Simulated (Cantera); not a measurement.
# Transport properties of process gases

Gas mixture: O2 = 0.56 (molar parts), at 9.00 Torr, frozen composition.

Cantera's kinetic-theory transport with the Lennard-Jones parameters of GRI-Mech 3.0, ideal gas; thermal conductivity in the multicomponent form.

```
T (K)  ρ (kg/m³)  cp (J/kg/K)  μ (µPa s)  λ (mW/m/K)     Pr  D (cm²/s) C2H2  D (cm²/s) N2  D (cm²/s) NO
-----  ---------  -----------  ---------  ----------  -----  --------------  ------------  ------------
400       0.0115        941.4       25.6        33.9  0.712            23.6          29.2          28.6
500      0.00924        971.4       30.0        41.1  0.711            35.1          42.8          42.0
600      0.00770         1003       34.1        48.1  0.710            48.2          58.3          57.3
700      0.00660         1031       37.8        54.9  0.710            62.8          75.7          74.3
800      0.00577         1055       41.4        61.5  0.710            78.9          94.7          93.0
900      0.00513         1074       44.7        67.7  0.709            96.4           115           113
```
D: mixture-averaged diffusion coefficient of that species in the mixture.
